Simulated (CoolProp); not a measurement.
Saturation properties of propane.

Values from CoolProp's reference Helmholtz-energy equation of state, Lemmon 2009.

| T (°C) | p (bar) | vapour density (kg/m³) | enthalpy of vaporisation (kJ/kg) |
|---|---|---|---|
| -2.95 | 4.331 | 9.480 | 378.9 |
| 1.25 | 4.928 | 10.74 | 373.1 |
| 5.45 | 5.584 | 12.12 | 367.1 |
| 9.65 | 6.303 | 13.65 | 360.8 |
| 13.85 | 7.088 | 15.33 | 354.3 |
| 18.15 | 7.964 | 17.21 | 347.4 |
| 22.35 | 8.894 | 19.24 | 340.3 |
| 26.55 | 9.902 | 21.46 | 333.0 |
| 30.75 | 10.99 | 23.90 | 325.3 |
| 34.95 | 12.16 | 26.58 | 317.3 |
| 39.25 | 13.46 | 29.61 | 308.6 |
| 43.45 | 14.82 | 32.86 | 299.7 |
| 47.65 | 16.27 | 36.45 | 290.3 |
| 51.85 | 17.83 | 40.43 | 280.4 |

It boils at -42.1 °C under 1 atm.
